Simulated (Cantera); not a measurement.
## Ignition delay

Mixture: 24.7 % H₂, 15.8 % O₂, 59.5 % N₂, equivalence ratio 0.78, at 0.987 atm, adiabatic and at constant volume. Ignition delay is the time to a rise of 400 K.

Computed with Cantera and the H2/O2 subset of GRI-Mech 3.0, which has no nitrogen chemistry. Where the delays flatten at high temperature, the 400 K rule measures the pace of heat release, not the induction time.

```tsv
T0 (K)	delay (ms)
1150	0.0602
1200	0.0450
1250	0.0352
1300	0.0286
1350	0.0239
1400	0.0205
```
